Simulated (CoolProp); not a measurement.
A closed Brayton cycle with nitrogen: compressor inlet 331.15 K and 4.8 MPa, high pressure 9.88 MPa, turbine inlet 815 K, compressor efficiency 0.8, turbine efficiency 0.85, recuperator effectiveness 0 (on enthalpy, no pinch check). Each further row changes one setting.

The numbers come from the reference Helmholtz-energy equation of state, Span 2000 in CoolProp.

| case | thermal efficiency (%) | net work (kJ/kg) | compressor to turbine work | compressor exit (K) | turbine exit (K) |
|---|---|---|---|---|---|
| as stated | 8.8 | 38.2 | 0.72 | 426.7 | 693.3 |
| turbine inlet 765 K | 7.9 | 29.6 | 0.77 | 426.7 | 649.6 |
| compressor inlet 341.15 K | 8.4 | 35.0 | 0.75 | 439.5 | 693.3 |
| high pressure 8.4 MPa | 7.4 | 33.8 | 0.69 | 403.4 | 718.9 |
| recuperator effectiveness 0.5 | 13.3 | 38.2 | 0.72 | 426.7 | 693.3 |
